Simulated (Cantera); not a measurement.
An isothermal, constant-pressure homogeneous reactor starts with C3H8 : H2 = 1 : 69 (molar parts), at 1975 K and 0.188 Torr.

Model: GRI-Mech 3.0 (53 species, 325 reactions), integrated in Cantera. GRI-Mech 3.0 was tuned for natural gas; its chemistry of propane as a main component is partial and can be far from experiment. GRI-Mech 3.0 stops at C3 and has no aromatics, soot or wall deposition, so with more carbon than oxygen in the feed, carbon stays in small species such as C2H2 where larger ones or solid carbon would form. Radical loss at walls, strong at low pressure, is not modelled.

One state of this run: x C3H8 = 0.00156; x H2 = 0.961; x CH2 = 3.53e-5; x CH4 = 0.0105; x C2H = 7.35e-8. x: mole fraction; the columns are a selection and need not sum to one.

Which value of t (s) does it belong to?
A) 0.00266
B) 2.55e-5
C) 8.00e-6
D) 8.16e-5

A, 0.00266
